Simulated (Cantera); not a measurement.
Input: 1 mol CaF2, 1.3 mol O2, 3.5 mol N2, held at 1773 K and 75.0 Torr.

Method: chemical equilibrium by Gibbs-energy minimisation in Cantera with the NASA 1993 tables (ideal gas, pure condensed phases). Candidate condensed phases: Ca, CaF2, CaO; 22 gas species. Equilibrium is a limit: real reactors are often held back by kinetics, nucleation or transport.

Base state: N2 0.725, O2 0.268, NO 0.00410, CaF2 0.00243, O 0.000154 (mole fractions); condensed: CaF2(l).

### Question
What changes in the equilibrium state with this change: temperature from 1773 K to 1373.15 K?

### Answer
```json
[
 {"species": "N2", "before": "0.725", "after": "0.729"},
 {"species": "O2", "before": "0.268", "after": "0.270"},
 {"species": "NO", "before": "0.00410", "after": "0.000678"},
 {"species": "CaF2", "before": "0.00243", "after": "1.10e-6"},
 {"species": "O", "before": "0.000154", "after": "1.02e-6"},
 {"species": "CaF2(l), mol", "before": "0.988", "after": "0"},
 {"species": "CaF2(s), mol", "before": "0", "after": "1.000"}
]
```

### Question
What changes in the equilibrium state with this change: temperature from 1773 K to 1498.15 K?

### Answer
```tsv
species	before	after
N2	0.725	0.728
O2	0.268	0.270
NO	0.00410	0.00132
CaF2	0.00243	2.10e-5
O	0.000154	6.50e-6
CaF2(l), mol	0.988	0
CaF2(s), mol	0	1.000
```
